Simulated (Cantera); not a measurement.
Input: 1 mol Ta2O5, 0.64 mol CO, at 2200 K and 0.315 Torr.

Cantera equilibrium calculation (NASA polynomials, part measured and part estimated; ideal gas, pure solids and liquids). Candidate condensed phases: C, Ta, TaC, Ta2O5; 15 gas species. Rates play no part.

Base state: CO 0.977, TaO2 0.0146, CO2 0.00743, O 0.000295, TaO 0.000278 (mole fractions); condensed: Ta2O5(l).

Task: What changes in the equilibrium state with this change: Ta2O5 replaced by CuO?

Result: 
```
species          before     after
-------------  --------  --------
Cu                    0     0.497
CO2             0.00743     0.177
CO                0.977     0.141
TaO2             0.0146         0
O2              5.00e-6     0.136
O              0.000295    0.0486
CuO                   0  0.000336
TaO            0.000278         0
Cu2                   0   3.41e-5
Ta2O5(l), mol     0.995         0
```
Further candidate phases: Cu, CuO, Cu2O.
